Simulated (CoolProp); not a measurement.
Vapour-liquid equilibrium of cyclohexane (1) + n-octane (2) at 218.65 °C; x and y are mole fractions of (1).

The numbers come from the multi-fluid Helmholtz-energy mixture model, Zhou 2014 and Beckmüller 2019; pair parameters Bell 2016 in CoolProp.

| x | bubble pressure, mixture model (kPa) | bubble pressure, Raoult's law (kPa) | y, mixture model | y, Raoult's law |
|---|---|---|---|---|
| 0.05 | 814.2 | 822.7 | ___ | 0.109 |
| 0.15 | 902.0 | 924.4 | 0.240 | 0.290 |
| 0.25 | 993.7 | 1026 | 0.374 | 0.436 |
| 0.35 | ___ | 1128 | 0.491 | 0.555 |
| 0.45 | 1188 | 1229 | 0.594 | 0.655 |
| 0.55 | ___ | 1331 | 0.686 | 0.739 |
| 0.65 | 1394 | 1433 | ___ | 0.811 |
| 0.75 | 1503 | 1534 | 0.841 | 0.874 |
| 0.85 | 1615 | 1636 | 0.909 | 0.929 |
| 0.95 | ___ | 1738 | 0.971 | 0.978 |

**Question.** Some entries are withheld; supply them.

**Answer.** 
- 0.05, y, mixture model: 0.086
- 0.35, bubble pressure, mixture model (kPa): 1089
- 0.55, bubble pressure, mixture model (kPa): 1289
- 0.65, y, mixture model: 0.767
- 0.95, bubble pressure, mixture model (kPa): 1730

The largest gap from Raoult's law is -3.5 % in bubble pressure, at x = 0.35. No azeotrope shows between x = 0.05 and 0.95.

The pair parameters rest on a limited set of measurements; away from them the model extrapolates.
